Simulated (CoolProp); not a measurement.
Vapour-liquid equilibrium of R152A (1) + isobutene (2) at 20.4 kPa; x and y are mole fractions of (1).

Computed with CoolProp (multi-fluid Helmholtz-energy mixture model, Outcalt 1996 and Lemmon 2005; pair parameters Bell 2016).

Q: Give the bubble temperature and the first vapour's composition at x = 0.05, 0.425, 0.95. Is there an azeotrope?

A: x = 0.05: -46.6 °C, y = 0.268; x = 0.425: -55.5 °C, y = 0.662; x = 0.95: -55.7 °C, y = 0.918. y crosses x between x = 0.725 and 0.8: the model has an azeotrope there.

The pair parameters rest on a limited set of measurements; away from them the model extrapolates.
